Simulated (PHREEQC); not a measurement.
Copper plating or etch bath

Solution (30 °C): 0.0038 mol/kgw CuSO4, 4.7e-05 mol/kgw HCl and 0.00078 mol/kgw H3BO3. Closed to the air; pH follows from the charge balance.

All values are PHREEQC results (ion-association model, phreeqc.dat), not measurements.

The pH is 4.44 and the ionic strength comes out as 0.0120 mol/kgw. The specific conductance comes out as 795 µS/cm and the total alkalinity is -0.0470 meq/kg.

```json
[
 {"species": "Cu+2", "molality": "0.00300", "activity": "0.00196", "log γ": "-0.186"},
 {"species": "SO4-2", "molality": "0.00300", "activity": "0.00193", "log γ": "-0.192"},
 {"species": "CuSO4", "molality": "0.000795", "activity": "0.000797", "log γ": "0.001"},
 {"species": "H3BO3", "molality": "0.000780", "activity": "0.000782", "log γ": "0.001"},
 {"species": "Cl-", "molality": "4.67e-5", "activity": "4.16e-5", "log γ": "-0.050"},
 {"species": "H+", "molality": "3.99e-5", "activity": "3.61e-5", "log γ": "-0.043"},
 {"species": "HSO4-", "molality": "8.47e-6", "activity": "7.57e-6", "log γ": "-0.049"},
 {"species": "CuOH+", "molality": "6.07e-7", "activity": "5.42e-7", "log γ": "-0.049"},
 {"species": "Cu2(OH)2+2", "molality": "3.29e-7", "activity": "2.09e-7", "log γ": "-0.196"},
 {"species": "CuCl+", "molality": "3.13e-7", "activity": "2.79e-7", "log γ": "-0.049"},
 {"species": "Cu(OH)2", "molality": "3.12e-8", "activity": "3.13e-8", "log γ": "0.001"},
 {"species": "H2BO3-", "molality": "1.53e-8", "activity": "1.36e-8", "log γ": "-0.049"}
]
```

This is a speciation only: nothing precipitates in the calculation.
